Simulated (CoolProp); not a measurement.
m-xylene at 462.93 K and 0.635 MPa flows at 1.8 m/s in a round tube of 12.7 mm bore and 1.5 µm roughness, fully developed (64/Re and Nu = 3.66 if laminar; Colebrook and Gnielinski if turbulent). Each further row changes one setting.

The numbers come from the reference Helmholtz-energy equation of state, Zhou 2012 in CoolProp.

```json
[
 {"case": "as stated", "Reynolds number": "103000", "Darcy friction factor": "0.0185", "pressure drop (Pa/m)": "___", "heat-transfer coefficient (W/(m² K))": "___", "mass flow (kg/h)": "577"},
 {"case": "velocity 3.6 m/s", "Reynolds number": "206000", "Darcy friction factor": "0.0165", "pressure drop (Pa/m)": "5900", "heat-transfer coefficient (W/(m² K))": "___", "mass flow (kg/h)": "1150"},
 {"case": "diameter 25.4 mm", "Reynolds number": "206000", "Darcy friction factor": "0.0160", "pressure drop (Pa/m)": "718", "heat-transfer coefficient (W/(m² K))": "3130", "mass flow (kg/h)": "2310"}
]
```

**Question.** Complete the blanks.

**Answer.** 
- as stated, pressure drop (Pa/m): 1660
- as stated, heat-transfer coefficient (W/(m² K)): 3470
- velocity 3.6 m/s, heat-transfer coefficient (W/(m² K)): 6390

Viscosity comes from a separate model (Cao 2016). Thermal conductivity comes from a separate model (Mylona 2014).
